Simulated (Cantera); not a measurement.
A freely propagating, adiabatic, planar premixed flame of CH4 : O2 : N2 = 1 : 1.43 : 5.43 (molar parts), unburnt at 525 K and 10.0 bar; mixture-averaged transport, grid criteria slope 0.08 and curve 0.16, no radiation.

Detailed kinetics in Cantera: GRI-Mech 3.0 (53 species, 325 reactions). Burning velocities carry a grid error of a few per cent, more on coarse grids.

How do the results move with these cheaper or finer settings: unity-Lewis-number transport; multicomponent transport; multicomponent+Soret transport; grid criteria slope 0.5, curve 1; grid criteria slope 0.25, curve 0.5; grid criteria slope 0.03, curve 0.06?


| setting | laminar burning velocity | thermal thickness | peak x(C2H4) | peak x(C2H) | grid points |
|---|---|---|---|---|---|
| as above | 20.0 cm/s | 0.137 mm | 0.00202 | 8.59e-7 | 139 |
| unity-Lewis-number transport | 15.4 cm/s | 0.162 mm | 0.00168 | 7.89e-7 | 131 |
| multicomponent transport | 20.1 cm/s | 0.139 mm | 0.00205 | 8.61e-7 | 139 |
| multicomponent+Soret transport | 20.0 cm/s | 0.138 mm | 0.00202 | 8.64e-7 | 139 |
| grid criteria slope 0.5, curve 1 | 22.0 cm/s | 0.153 mm | 0.00203 | 8.34e-7 | 32 |
| grid criteria slope 0.25, curve 0.5 | 20.6 cm/s | 0.143 mm | 0.00201 | 8.39e-7 | 54 |
| grid criteria slope 0.03, curve 0.06 | 19.6 cm/s | 0.136 mm | 0.00202 | 8.54e-7 | 328 |
The base run took around 13 core-seconds (rough).
Unity Lewis numbers drop preferential diffusion, which matters most where H2 and H carry the flame; Soret adds thermal diffusion.
